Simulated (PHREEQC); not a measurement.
**Leach liquor**

Solution (25 °C): 0.048 mol H2SO4, 0.00014 mol FeSO4 and 0.014 mol Fe2(SO4)3 per kg of water. Closed to the air; pH follows from the charge balance.

Equilibrium calculation in PHREEQC: ion-association model, wateq4f.dat.

Each row changes one thing in this solution. No solid was allowed to form.

```json
[
 {"case": "as made", "pH": "1.37", "ionic strength (mol/kgw)": "0.113", "HSO4- (mol/kgw)": "0.0396", "SO4-2 (mol/kgw)": "0.0206", "FeSO4+ (mol/kgw)": "0.0191", "FeHSO4+2 (mol/kgw)": "0.00468", "SI of Goethite (FeOOH)": "+1.38", "SI of Hematite (Fe2O3)": "+4.76"},
 {"case": "temperature from 25 to 5 °C", "pH": "1.34", "ionic strength (mol/kgw)": "0.123", "HSO4- (mol/kgw)": "0.0350", "SO4-2 (mol/kgw)": "0.0251", "FeSO4+ (mol/kgw)": "0.0182", "FeHSO4+2 (mol/kgw)": "0.00515", "SI of Goethite (FeOOH)": "?", "SI of Hematite (Fe2O3)": "+3.14"},
 {"case": "0.0069 mol/kgw KCl added", "pH": "1.37", "ionic strength (mol/kgw)": "0.120", "HSO4- (mol/kgw)": "0.0393", "SO4-2 (mol/kgw)": "0.0207", "FeSO4+ (mol/kgw)": "0.0190", "FeHSO4+2 (mol/kgw)": "0.00472", "SI of Goethite (FeOOH)": "+1.38", "SI of Hematite (Fe2O3)": "+4.76"},
 {"case": "FeSO4 replaced by NiSO4 at the same molality", "pH": "1.37", "ionic strength (mol/kgw)": "0.113", "HSO4- (mol/kgw)": "0.0396", "SO4-2 (mol/kgw)": "0.0206", "FeSO4+ (mol/kgw)": "0.0191", "FeHSO4+2 (mol/kgw)": "0.00468", "SI of Goethite (FeOOH)": "+1.38", "SI of Hematite (Fe2O3)": "+4.76"},
 {"case": "temperature from 25 to 85 °C", "pH": "1.51", "ionic strength (mol/kgw)": "0.0928", "HSO4- (mol/kgw)": "0.0548", "SO4-2 (mol/kgw)": "0.00868", "FeSO4+ (mol/kgw)": "0.0183", "FeHSO4+2 (mol/kgw)": "?", "SI of Goethite (FeOOH)": "+3.48", "SI of Hematite (Fe2O3)": "+9.19"},
 {"case": "H2SO4 replaced by NH4HSO4 at the same molality", "pH": "1.74", "ionic strength (mol/kgw)": "?", "HSO4- (mol/kgw)": "0.0236", "SO4-2 (mol/kgw)": "0.0295", "FeSO4+ (mol/kgw)": "0.0203", "FeHSO4+2 (mol/kgw)": "0.00218", "SI of Goethite (FeOOH)": "+2.36", "SI of Hematite (Fe2O3)": "+6.73"},
 {"case": "FeSO4 replaced by KHSO4 at the same molality", "pH": "1.37", "ionic strength (mol/kgw)": "0.112", "HSO4- (mol/kgw)": "0.0397", "SO4-2 (mol/kgw)": "0.0205", "FeSO4+ (mol/kgw)": "0.0191", "FeHSO4+2 (mol/kgw)": "0.00468", "SI of Goethite (FeOOH)": "+1.37", "SI of Hematite (Fe2O3)": "+4.76"},
 {"case": "diluted 10-fold with water", "pH": "2.16", "ionic strength (mol/kgw)": "0.0160", "HSO4- (mol/kgw)": "0.00201", "SO4-2 (mol/kgw)": "0.00436", "FeSO4+ (mol/kgw)": "0.00231", "FeHSO4+2 (mol/kgw)": "6.20e-5", "SI of Goethite (FeOOH)": "+3.33", "SI of Hematite (Fe2O3)": "+8.68"}
]
```

What belongs in the gaps?


- temperature from 25 to 5 °C, SI of Goethite (FeOOH): +0.61
- temperature from 25 to 85 °C, FeHSO4+2 (mol/kgw): 0.00538
- H2SO4 replaced by NH4HSO4 at the same molality, ionic strength (mol/kgw): 0.127

Complexes and solids missing from the database can't appear. Some of these states are supersaturated (in Hematite (slow to form), Goethite (slow to form), for instance). Away from 25 °C the constants follow the database's enthalpies or fits; those with neither stay at their 25 °C values.
